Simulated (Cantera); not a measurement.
Charge: 1 mol CuO, 1.2 mol CH4, 2.2 mol CO, at 1750 K and 1.33 mbar.

Method: chemical equilibrium by Gibbs-energy minimisation in Cantera with the NASA 1993 tables (ideal gas, pure condensed phases). Candidate condensed phases: C, C6H6, C7H8, C8H18, Cu, CuO, Cu(OH)2, Cu2O, H2O; 113 gas species. Rates play no part.

Base state: CO 0.484, H2 0.361, Cu 0.151, H 0.00383, Cu2 0.000156, C2H2 (acetylene) 4.15e-5 (mole fractions); condensed: C(graphite).

What changes in the equilibrium state with this change: temperature from 1750 K to 1673 K?


| species | before | after |
|---|---|---|
| CO | 0.484 | 0.523 |
| H2 | 0.361 | 0.391 |
| Cu | 0.151 | 0.0834 |
| H | 0.00383 | 0.00195 |
| C2H2 (acetylene) | 4.15e-5 | 2.23e-5 |
| Cu2 | 0.000156 | 8.81e-5 |
| C(graphite), mol | 0.199 | 0.200 |
| Cu(l), mol | 0 | 0.489 |

What changes in the equilibrium state with this change: CH4 from 1.2 to 0.78 mol?


```tsv
species	before	after
CO	0.484	0.523
H2	0.361	0.254
Cu	0.151	0.180
CO2	3.17e-8	0.0144
H2O	8.57e-8	0.0253
C2H2 (acetylene)	4.15e-5	<1e-9
OH	<1e-9	1.87e-5
Cu2	0.000156	0.000221
C(graphite), mol	0.199	0
```
